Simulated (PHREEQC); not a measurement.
HF is added in steps, without added water, to 1 kg of water holding 7 mmol/kgw KH2PO4, 11 mmol/kgw KOH and 96 mmol/kgw NaCl, at 20 °C. Oxygen is held at 0.21 atm. CO2 from the air is kept out. Solids allowed: Halite. Others were left out.

Base run: PHREEQC, ion-association model, wateq4f.dat. Each further column changes one thing. The table gives pH.

| HF added (mol) | base | temperature from 20 to 25 °C | 0.034 mol/kgw HF added | no solid may form |
|---|---|---|---|---|
| 0 | 11.39 | 11.26 | (withheld) | 11.39 |
| 0.004667 | 7.83 | 7.81 | (withheld) | 7.83 |
| 0.009333 | 6.35 | 6.33 | (withheld) | 6.35 |
| 0.014 | 3.66 | 3.69 | (withheld) | 3.66 |
| 0.01867 | 3.27 | 3.30 | (withheld) | 3.27 |
| 0.02333 | 3.08 | 3.11 | (withheld) | 3.08 |
| 0.028 | 2.96 | 2.99 | (withheld) | 2.96 |

Q: What belongs in the gaps?

A: 
- 0, 0.034 mol/kgw HF added: 2.85
- 0.004667, 0.034 mol/kgw HF added: 2.78
- 0.009333, 0.034 mol/kgw HF added: 2.73
- 0.014, 0.034 mol/kgw HF added: 2.68
- 0.01867, 0.034 mol/kgw HF added: 2.64
- 0.02333, 0.034 mol/kgw HF added: 2.61
- 0.028, 0.034 mol/kgw HF added: 2.58

H3PO4, which wateq4f.dat lacks, is added to it with the constant of phreeqc.dat. wateq4f.dat counts part of the HF as a dimer, H2F2, which phreeqc.dat doesn't know; its constant is uncertain.
